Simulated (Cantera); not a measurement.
Equilibrium for chemical vapour transport: MgO + Cl₂ + HCl

Feed: 1 mol MgO, 0.72 mol Cl₂, 0.2 mol HCl, at 1 atm.

Cantera equilibrium calculation (NASA polynomials, part measured and part estimated; ideal gas, pure solids and liquids). Candidate condensed phases: H₂O, Mg, MgCl₂, MgO, Mg(OH)₂; 22 gas species. Mutual solubility and eutectic melting of coexisting phases are not modelled. Kinetics and transport are ignored.

At 677 °C the condensed part is MgCl₂(s) + MgO(s). From 727 °C to 1127 °C the condensed part is MgCl₂(l) + MgO(s). From 1177 °C to 1327 °C the condensed part is MgO(s). The main Mg-bearing gas is MgCl₂ throughout.

```tsv
T (°C)	log p Cl₂	log p MgCl₂	log p HCl	log p O₂	log p Cl	log p H₂O	n MgCl₂(s)	n MgO(s)	n MgCl₂(l)
677	-0.14	-4.34	-0.66	-1.24	-3.82	-2.11	0.106	0.894	0
727	-0.13	-3.72	-0.65	-1.34	-3.48	-2.32	0	0.916	0.0835
777	-0.14	-3.24	-0.65	-1.29	-3.17	-2.42	0	0.908	0.0918
827	-0.14	-2.81	-0.64	-1.24	-2.89	-2.52	0	0.898	0.101
877	-0.15	-2.43	-0.64	-1.19	-2.64	-2.60	0	0.888	0.109
927	-0.16	-2.07	-0.64	-1.15	-2.40	-2.68	0	0.877	0.116
977	-0.17	-1.75	-0.64	-1.12	-2.19	-2.76	0	0.867	0.118
1027	-0.18	-1.45	-0.64	-1.09	-2.00	-2.84	0	0.857	0.112
1077	-0.20	-1.18	-0.66	-1.08	-1.82	-2.92	0	0.849	0.0922
1127	-0.23	-0.93	-0.68	-1.09	-1.66	-3.03	0	0.843	0.0450
1177	-0.29	-0.74	-0.71	-1.05	-1.53	-3.09	0	0.818	0
1227	-0.36	-0.63	-0.72	-0.94	-1.41	-3.06	0	0.757	0
1277	-0.45	-0.55	-0.74	-0.85	-1.32	-3.03	0	0.691	0
1327	-0.56	-0.48	-0.76	-0.78	-1.24	-2.98	0	0.625	0
```
log p: log10 of the partial pressure in bar; n: condensed amount in mol.
